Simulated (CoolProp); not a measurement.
R141b along the isotherm 282.7 K: fugacity coefficient from the reference equation and from simpler models built on Tc = 477.5 K, pc = 42.12 bar, ω = 0.220; each cubic takes its own stable root.

Values from CoolProp's reference Helmholtz-energy equation of state, Lemmon 2006. It is a short technical equation, of lower accuracy than the large ones.

```tsv
p (bar)	phase	reference	van der Waals	Redlich-Kwong	Peng-Robinson
32.4	liquid	0.01462	0.1158	0.02585	0.01495
64.8	liquid	0.008300	0.07109	0.01488	0.008448
97.2	liquid	0.006278	0.05802	0.01140	0.006360
130	liquid	0.005331	0.05311	0.009809	0.005375
162	liquid	0.004841	0.05182	0.009018	0.004857
194	liquid	0.004572	0.05253	0.008620	0.004566
227	liquid	0.004435	0.05475	0.008462	0.004407
259	liquid	0.004392	0.05809	0.008478	0.004344
292	liquid	0.004418	0.06266	0.008626	0.004348
324	liquid	0.004495	0.06821	0.008876	0.004404
356	liquid	0.004618	0.07490	0.009217	0.004503
389	liquid	0.004786	0.08311	0.009660	0.004645
421	liquid	0.004988	0.09249	0.01017	0.004818
```
